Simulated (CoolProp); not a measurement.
A simple Rankine cycle with propylene: condensing at 300.15 K, boiler at 3.02 MPa, turbine inlet 492.1 K, turbine efficiency 0.8, pump efficiency 0.6, no recuperator. Each further row changes one setting.

The numbers come from the reference Helmholtz-energy equation of state, Lemmon 2013 in CoolProp.

```tsv
case	thermal efficiency (%)	net work (kJ/kg)	heat in (kJ/kg)	turbine exit temperature (K)	volume ratio over the turbine
as stated	8.2	57.3	697	(withheld)	2.40
turbine inlet 512.1 K	8.2	60.7	(withheld)	(withheld)	2.40
condensing temperature 292.15 K	9.8	70.3	717	447.8	2.91
boiler pressure 2.11 MPa	5.2	(withheld)	(withheld)	470.4	1.70
turbine efficiency 0.7	7.1	(withheld)	697	458.9	2.42
```

### Question
What belongs in the gaps?

### Answer

- as stated, turbine exit temperature (K): 455.3
- turbine inlet 512.1 K, heat in (kJ/kg): 745
- turbine inlet 512.1 K, turbine exit temperature (K): 475.5
- boiler pressure 2.11 MPa, net work (kJ/kg): 36.8
- boiler pressure 2.11 MPa, heat in (kJ/kg): 709
- turbine efficiency 0.7, net work (kJ/kg): 49.4
